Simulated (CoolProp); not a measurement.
A closed Brayton cycle with carbon dioxide: compressor inlet 321.15 K and 7.6 MPa, high pressure 26.4 MPa, turbine inlet 640 K, compressor efficiency 0.8, turbine efficiency 0.9, recuperator effectiveness 0 (on enthalpy, no pinch check). Each further row changes one setting.

The numbers come from the reference Helmholtz-energy equation of state, Span 1996 in CoolProp.

```csv
case,thermal efficiency (%),net work (kJ/kg),compressor to turbine work,compressor exit (K),turbine exit (K)
as stated,15.3,44.3,0.62,430.5,512.0
turbine inlet 590 K,14.0,31.6,0.70,430.5,466.8
compressor inlet 331.15 K,13.8,36.0,0.69,448.1,512.0
high pressure 22.4 MPa,14.0,42.8,0.58,415.4,528.5
recuperator effectiveness 0.5,18.2,44.3,0.62,430.5,512.0
```
